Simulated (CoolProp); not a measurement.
200 sccm (0 °C, 1 atm) of nitrogen bubbles through liquid ethanol at 315.9 K and leaves saturated at a total pressure of 0.15 MPa (ideal gas phase). Each further row changes one setting.

Model: reference Helmholtz-energy equation of state, Schroeder 2014, in CoolProp.

```json
[
 {"case": "as stated", "vapour pressure (kPa)": "20.6", "mole fraction of vapour": "0.137", "delivery (mg/min)": "65.4", "delivery (sccm)": "[?]", "change of delivery for a bath 1 K warmer (%)": "6.0"},
 {"case": "bath temperature 320.9 K", "vapour pressure (kPa)": "26.4", "mole fraction of vapour": "0.176", "delivery (mg/min)": "87.7", "delivery (sccm)": "[?]", "change of delivery for a bath 1 K warmer (%)": "6.1"},
 {"case": "total pressure 0.3 MPa", "vapour pressure (kPa)": "20.6", "mole fraction of vapour": "[?]", "delivery (mg/min)": "[?]", "delivery (sccm)": "14.7", "change of delivery for a bath 1 K warmer (%)": "[?]"}
]
```

What belongs in the gaps?


- as stated, delivery (sccm): 31.8
- bath temperature 320.9 K, delivery (sccm): 42.7
- total pressure 0.3 MPa, mole fraction of vapour: 0.0686
- total pressure 0.3 MPa, delivery (mg/min): 30.3
- total pressure 0.3 MPa, change of delivery for a bath 1 K warmer (%): 5.6
